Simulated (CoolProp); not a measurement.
Saturation properties of decamethylcyclopentasiloxane (D5).

Computed with CoolProp (reference Helmholtz-energy equation of state, Thol 2019).

```csv
T (K),p (bar),liquid density (kg/m³),vapour density (kg/m³),enthalpy of vaporisation (kJ/kg),liquid cp (kJ/(kg K))
481.6,0.9554,746.4,…,110.9,1.994
486.4,…,…,10.83,…,2.004
491.2,…,733.6,12.07,107.4,2.014
496.1,1.330,726.8,13.46,105.6,2.024
500.9,1.475,720.1,14.94,103.7,2.034
505.7,1.633,713.2,16.55,101.9,2.044
510.6,1.807,…,18.35,99.97,…
515.4,1.991,698.9,20.27,98.05,2.066
520.2,2.188,691.5,22.36,…,2.077
```

**Question.** Fill in the missing entries.

**Answer.** 
- 481.6, vapour density (kg/m³): 9.700
- 486.4, p (bar): 1.069
- 486.4, liquid density (kg/m³): 740.0
- 486.4, enthalpy of vaporisation (kJ/kg): 109.1
- 491.2, p (bar): 1.192
- 510.6, liquid density (kg/m³): 706.0
- 510.6, liquid cp (kJ/(kg K)): 2.055
- 520.2, enthalpy of vaporisation (kJ/kg): 96.08

It boils at 484.1 K under 1 atm.
